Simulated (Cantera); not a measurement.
**Gas activation for diamond growth**

An isothermal, constant-pressure homogeneous reactor starts with 4.49 % CH4, 95.5 % H2, at 2198 K and 1330 Pa.

Model: GRI-Mech 3.0 (53 species, 325 reactions), integrated in Cantera. GRI-Mech 3.0 stops at C3 and has no aromatics, soot or wall deposition, so with more carbon than oxygen in the feed, carbon stays in small species such as C2H2 where larger ones or solid carbon would form. Radical loss at walls, strong at low pressure, is not modelled.

| t (s) | x CH4 | x H2 | x C2H4 | x C2H | x CH3 |
|---|---|---|---|---|---|
| 0.000300 | 0.0439 | 0.954 | 5.42e-6 | 3.40e-11 | 0.000973 |
| 0.000911 | 0.0416 | 0.952 | 8.81e-5 | 9.36e-9 | 0.00278 |
| 0.00277 | 0.0326 | 0.950 | 0.000298 | 8.45e-7 | 0.00570 |
| 0.00840 | 0.0132 | 0.956 | 9.89e-5 | 6.34e-6 | 0.00353 |
| 0.0255 | 0.00258 | 0.959 | 8.37e-6 | 1.27e-5 | 0.000926 |
| 0.0775 | 0.000371 | 0.954 | 1.49e-6 | 1.82e-5 | 0.000179 |
| 0.235 | 5.45e-5 | 0.947 | 9.55e-7 | 2.45e-5 | 3.52e-5 |
| 0.714 | 1.24e-5 | 0.937 | 7.16e-7 | 3.24e-5 | 1.06e-5 |
| 2.17 | 9.08e-6 | 0.932 | 6.40e-7 | 3.61e-5 | 8.67e-6 |
| 6.59 | 9.01e-6 | 0.932 | 6.38e-7 | 3.62e-5 | 8.64e-6 |
| 20.0 | 9.01e-6 | 0.932 | 6.38e-7 | 3.62e-5 | 8.64e-6 |
x: mole fraction; the columns are a selection and need not sum to one.

Equilibrium at this temperature and pressure: CH4 9.07e-6, H2 0.932, C2H4 6.38e-7, C2H 3.62e-5, CH3 8.69e-6 (gas phase only).
